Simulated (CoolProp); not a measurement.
Properties of R143a along the isobar 3450 kPa (Tc = 72.7 °C, pc = 3762 kPa, ω = 0.261).

Computed with CoolProp (reference Helmholtz-energy equation of state, Lemmon and Jacobsen 2000).

| T (°C) | phase | speed of sound (m/s) | Joule-Thomson coefficient (K/MPa) | expansivity (1/kK) | conductivity (mW/(m K)) |
|---|---|---|---|---|---|
| 6.85 | liquid | 525.2 | -0.04793 | 3.312 | 80.2 |
| 13.35 | liquid | 494.4 | 0.01416 | 3.565 | 77.6 |
| 19.85 | liquid | 463.1 | 0.08964 | 3.877 | 75.0 |
| 26.25 | liquid | 431.5 | 0.1818 | 4.263 | 72.4 |
| 32.75 | liquid | 398.5 | 0.3009 | 4.770 | 69.8 |
| 39.25 | liquid | 364.0 | 0.4584 | 5.458 | 67.1 |
| 45.75 | liquid | 327.6 | 0.6774 | 6.452 | 64.3 |
| 52.15 | liquid | 288.6 | 0.9997 | 8.006 | 61.3 |
| 58.65 | liquid | 243.5 | 1.559 | 11.02 | 58.1 |

Thermal conductivity comes from a separate model (McLinden 2000), an estimate that may be off by 10 % or more.
